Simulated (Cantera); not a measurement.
Input: 1 mol Fe(CO)₅, 0.042 mol CO, 0.78 mol N₂, equilibrated at 1573.15 K and 0.383 Torr.

These are equilibrium values from Cantera (NASA tables, ideal gas, pure condensed phases), not measurements of a reactor. Candidate condensed phases: C, Fe, Fe(CO)₅, FeO, Fe₂O₃, Fe₃O₄; 27 gas species. The numbers say what is thermodynamically allowed, not how fast it happens.

Base state: CO 0.865, N₂ 0.134, Fe 0.00129 (mole fractions); condensed: Fe(γ).

### Question
What changes in the equilibrium state with this change: temperature from 1573.15 K to 1373.15 K?

### Answer
```tsv
species	before	after
CO	0.865	0.866
N₂	0.134	0.134
Fe	0.00129	1.54e-5
Fe(γ), mol	0.992	1.000
```
